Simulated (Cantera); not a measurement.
What does this Cantera script print?

```python
import numpy as np
import cantera as ct

gas_names = """
    CL CL2 H HCL H2 K KCL KH K2 K2CL2 N NH NH2 NH3 N2 N2H2 N2H4
""".split()
cond_names = """
    K(cr) K(L) KCL(s) KCL(L) NH4CL(a) NH4CL(b)
""".split()


def load(file, names, dense=False):
    # The tables refer to 1 bar. Condensed volumes are neglected.
    table = {s.name: s for s in ct.Species.list_from_file(file)}
    out = []
    for n in names:
        d = dict(table[n].input_data)
        d["thermo"] = dict(d["thermo"], **{"reference-pressure": 1e5})
        if dense:
            d["equation-of-state"] = {"model": "constant-volume", "density": "1e6 g/cm^3"}
        out.append(ct.Species.from_dict(d))
    return out


gas = ct.Solution(thermo="ideal-gas", species=load("nasa_gas.yaml", gas_names))
cond = {s.name: ct.Solution(thermo="fixed-stoichiometry", species=[s], name=s.name)
        for s in load("nasa_condensed.yaml", cond_names, dense=True)}
atoms = {
    'KCl': {'K': 1, 'CL': 1},
    'H2': {'H': 2},
    'N2': {'N': 2},
}
top_T = {}  # K; cautious upper limits of use, not melting points


def equilibrate(T, P, feed):
    n = {}
    for name, mol in feed.items():
        for a, k in atoms[name].items():
            n[a] = n.get(a, 0.0) + k * mol
    gas.TPX = T, P, n
    mass = sum(n.values()) * gas.mean_molecular_weight
    gas.equilibrate("TP")
    valid = [c for c in cond.values() if c.min_temp <= T <= top_T.get(c.name, c.max_temp)]
    mix = ct.Mixture([(gas, mass / gas.mean_molecular_weight)] + [(c, 0.0) for c in valid])
    mix.T, mix.P = T, P
    mix.equilibrate("TP", solver="vcs", rtol=1e-11, max_steps=5000)
    return mix


results = []
feed = {'KCl': 1, 'H2': 5.9, 'N2': 0.32}  # mol
P = 6.3  # Pa
for T in [723, 823, 923, 1023, 1123, 1223, 1323]:
    mix = equilibrate(T, P, feed)
    results.append((T, P, feed, dict(zip(mix.species_names, mix.species_moles))))

top = {s: max(r[3][s] / sum(r[3][g] for g in gas_names) for r in results) for s in gas_names}
cols = sorted((s for s in top if top[s] > 0.001), key=lambda s: -top[s])[:6]
seen = [c for c in cond_names if any(r[3].get(c, 0) > 1e-12 for r in results)]
print("log10 of partial pressures in bar; condensed amounts in mol")
print(f"{'T/K':>10s}" + "".join(f"{s[:9]:>10s}" for s in cols + seen))
for T, P, feed, n in results:
    ng = sum(n[g] for g in gas_names)
    print(f"{T:10.4g}" + "".join(f"{np.log10(max(n[s] / ng * P / 1e5, 1e-99)):10.3f}" for s in cols)
          + "".join(f"{n.get(c, 0):10.4g}" for c in seen))
```

Result:

```
log10 of partial pressures in bar; condensed amounts in mol
       T/K        H2       KCL        N2     K2CL2         K       HCL    KCL(s)
       723    -4.224    -8.118    -5.489    -9.058   -11.645   -11.645    0.9991
       823    -4.228    -6.243    -5.494    -6.931    -9.785    -9.785    0.9196
       923    -4.282    -5.157    -5.548    -6.024    -8.531    -8.531         0
      1023    -4.288    -5.073    -5.553    -6.869    -7.909    -7.909         0
      1123    -4.288    -5.063    -5.554    -7.680    -7.426    -7.426         0
      1223    -4.289    -5.065    -5.554    -8.375    -7.027    -7.027         0
      1323    -4.290    -5.070    -5.555    -8.972    -6.691    -6.691         0
```

Equilibrium computed with Cantera from the NASA thermochemical tables; the gas is ideal and each condensed phase is pure.
